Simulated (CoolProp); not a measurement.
Properties of hydrogen chloride along the isobar 6.02 bar (Tc = 324.7 K, pc = 83.14 bar, ω = 0.130).

Computed with CoolProp (reference Helmholtz-energy equation of state, Thol 2018).

| T (K) | phase | density (kg/m³) | cp (kJ/(kg K)) | cv (kJ/(kg K)) | expansivity (1/kK) |
|---|---|---|---|---|---|
| 262.3 | gas | 10.66 | 0.9242 | 0.6273 | 4.615 |
| 280.8 | gas | 9.837 | 0.8897 | 0.6111 | 4.122 |
| 299.4 | gas | 9.144 | 0.8662 | 0.5995 | 3.747 |
| 317.9 | gas | 8.556 | 0.8500 | 0.5915 | 3.452 |
| 336.5 | gas | 8.043 | 0.8386 | 0.5859 | 3.208 |
| 355.1 | gas | 7.592 | 0.8306 | 0.5820 | 3.003 |
| 373.6 | gas | 7.193 | 0.8248 | 0.5793 | 2.827 |
| 392.2 | gas | 6.835 | 0.8207 | 0.5776 | 2.673 |
